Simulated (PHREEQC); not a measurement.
Make-up at 25 °C: 0.16 mol NaHCO3, 0.0006 mol Na2SO4 and 0.00064 mol KCl per kg of water. Closed to the air; pH follows from the charge balance.

All values are PHREEQC results (ion-association model, phreeqc.dat), not measurements.

Precipitation was switched off in this run.

Question: Order these S species by the share of S that they hold, largest first: NaSO4-, KSO4-, SO4-2.

Answer: SO4-2 (80 %), NaSO4- (20 %), KSO4- (0.11 %)

The pH is 7.95 and the ionic strength 0.155 mol/kgw.
